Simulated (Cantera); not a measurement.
A freely propagating, adiabatic, planar premixed flame of H₂ : O₂ : N₂ = 1 : 0.455 : 1.71 (molar parts), equivalence ratio 1.1, unburnt at 325 K and 3750 Torr; unity-Lewis-number transport, grid criteria slope 0.08 and curve 0.16, no radiation.

Cantera simulation using the H2/O2 subset of GRI-Mech 3.0, which has no nitrogen chemistry; the numbers are that mechanism's predictions, not measurements. The hydrogen kinetics of GRI-Mech 3.0 are dated; newer H2 mechanisms differ, most at raised pressure. Unity Lewis numbers drop preferential diffusion, which matters most where H2 and H carry the flame. Burning velocities carry a grid error of a few per cent, more on coarse grids.

Q: Predict: laminar burning velocity; thermal thickness; peak x(HO₂); peak x(H₂O₂); peak x(H).

A: 
```json
{
 "laminar_burning_velocity": "203 cm/s",
 "thermal_thickness": "0.0464 mm",
 "peak x(HO₂)": "0.000807",
 "peak x(H₂O₂)": "6.91e-5",
 "peak x(H)": "0.0358"
}
```
